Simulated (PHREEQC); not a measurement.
A column of 0.2 m (30 cells, dispersivity 0.01 m, 720 s a shift, diffusion coefficient 3e-10 m²/s) holds 0.0045 eq of the database's cation exchanger X per kg of pore water, first in equilibrium with 23 mmol/kgw CdCl2, 0.72 mmol/kgw PbCl2 and 0.01 mmol/kgw HCl. It is flushed with 0.0052 mol/kgw ZnCl2 and 1e-05 mol/kgw HCl, at 40 °C. Values are for the last cell. CO2 from the air is kept out. Precipitation was switched off in this run.

Equilibrium calculation in PHREEQC: ion-association model, phreeqc.dat.

| pore volumes | Zn in solution (mol/kgw) | Cd in solution (mol/kgw) | Pb in solution (mol/kgw) |
|---|---|---|---|
| 0 | 0 | 0.0230 | 0.000720 |
| 0.1167 | 0 | 0.0230 | 0.000720 |
| 0.2167 | 2.11e-13 | 0.0230 | 0.000720 |
| 0.4167 | 1.55e-6 | 0.0229 | 0.000719 |
| 0.5167 | 1.94e-5 | 0.0226 | 0.000709 |
| 0.6167 | 9.24e-5 | 0.0215 | 0.000682 |
| 0.8167 | 0.000519 | 0.0169 | 0.000563 |
| 0.9167 | 0.000853 | 0.0140 | 0.000486 |
| 1.017 | 0.00122 | (withheld) | 0.000411 |
| 1.117 | 0.00161 | 0.00890 | 0.000343 |
| 1.217 | 0.00199 | 0.00693 | 0.000286 |
| 1.417 | 0.00275 | 0.00413 | 0.000200 |
| 1.517 | 0.00311 | 0.00317 | 0.000168 |
| 1.617 | 0.00346 | (withheld) | 0.000141 |
| 1.817 | 0.00407 | 0.00138 | 9.84e-5 |
| 1.917 | 0.00431 | 0.00102 | 8.11e-5 |
| 2.017 | 0.00452 | 0.000755 | 6.62e-5 |
| 2.117 | 0.00468 | (withheld) | 5.36e-5 |
| 2.217 | 0.00481 | (withheld) | 4.30e-5 |
| 2.417 | 0.00499 | 0.000207 | 2.71e-5 |
| 2.517 | 0.00504 | 0.000148 | 2.13e-5 |
| 2.617 | (withheld) | 0.000105 | 1.67e-5 |
| 2.817 | 0.00514 | 5.26e-5 | (withheld) |
| 2.917 | 0.00516 | 3.70e-5 | 7.80e-6 |
| 3.017 | 0.00517 | 2.60e-5 | 6.02e-6 |

Q: Complete the blanks.

A: 
- 1.017, Cd in solution (mol/kgw): 0.0113
- 1.617, Cd in solution (mol/kgw): 0.00242
- 2.117, Cd in solution (mol/kgw): 0.000552
- 2.217, Cd in solution (mol/kgw): 0.000401
- 2.617, Zn in solution (mol/kgw): 0.00509
- 2.817, Pb in solution (mol/kgw): 1.01e-5

Species that the database lacks are ignored. Constants without temperature data keep their 25 °C values here.
